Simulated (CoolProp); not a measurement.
Vapour-liquid equilibrium of CHF3 (R23) (1) + R227EA (2) at 2.33 bar; x and y are mole fractions of (1).

Values from CoolProp's multi-fluid Helmholtz-energy mixture model, Penoncello 2003 and Lemmon 2016; pair parameters Bell 2016.

Give the bubble temperature and the first vapour's composition at x = 0.2, 0.35, 0.8. Is there an azeotrope?

x = 0.2: -32.2 °C, y = 0.819; x = 0.35: -45.8 °C, y = 0.927; x = 0.8: -62.0 °C, y = 0.989. No azeotrope shows between x = 0.05 and 0.95.

The pair parameters rest on a limited set of measurements; away from them the model extrapolates. The gap from Raoult's law changes sign with composition, which may be real or a fault of the pair parameters; it wasn't checked against measurements.
